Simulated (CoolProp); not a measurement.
R142b at 293.15 K and 0.0921 MPa is compressed adiabatically to 0.316 MPa with isentropic efficiency 0.75. Each further row changes one setting.

Values from CoolProp's reference Helmholtz-energy equation of state, Lemmon 2006. It is a short technical equation, of lower accuracy than the large ones.

```csv
case,work (kJ/kg),final temperature (K),final density (kg/m³)
as stated,40.9,343.6,11.7
efficiency 1,30.7,332.7,12.2
efficiency 0.65,47.2,350.2,11.4
```
